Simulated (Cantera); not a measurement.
Gas mixture: 63.4 % C2H6, 36.6 % CH3OH, at 500000 Pa, frozen composition.

Cantera's kinetic-theory transport with the Lennard-Jones parameters of GRI-Mech 3.0, ideal gas; thermal conductivity in the multicomponent form. Polar gases are described roughly by these parameters. The composition is frozen, though it would react at the higher temperatures.

One state of this run: ρ (kg/m³) = 1.85; cp (J/kg/K) = 3592; μ (µPa s) = 27.7; λ (mW/m/K) = 132; Pr = 0.755; D (cm²/s) NO = 0.252; D (cm²/s) C2H2 = 0.214; D (cm²/s) H2O = 0.312. D: mixture-averaged diffusion coefficient of that species in the mixture.

Which value of T (K) does it belong to?
A. 1000
B. 1150
C. 850
D. 400

A, 1000
